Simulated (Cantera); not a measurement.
A closed system holds: 1 mol CCl₄, 0.066 mol Si, 6.9 mol H₂, held at 873.15 K and 0.280 bar.

Equilibrium computed with Cantera from the NASA thermochemical tables; the gas is ideal and each condensed phase is pure. Candidate condensed phases: C, C₆H₆, C₇H₈, C₈H₁₈, Si, SiC; 109 gas species. Kinetics and transport are ignored.

Base state: H₂ 0.521, HCl 0.437, CH₄ 0.0340, SiCl₄ 0.00771, SiHCl₃ 1.97e-5 (mole fractions); condensed: C(graphite).

Q: What changes in the equilibrium state with this change: pressure from 0.280 bar to 0.100 bar?

A: 
```tsv
species	before	after
H₂	0.521	0.550
HCl	0.437	0.429
CH₄	0.0340	0.0136
SiCl₄	0.00771	0.00755
SiHCl₃	1.97e-5	2.08e-5
C(graphite), mol	0.709	0.882
```
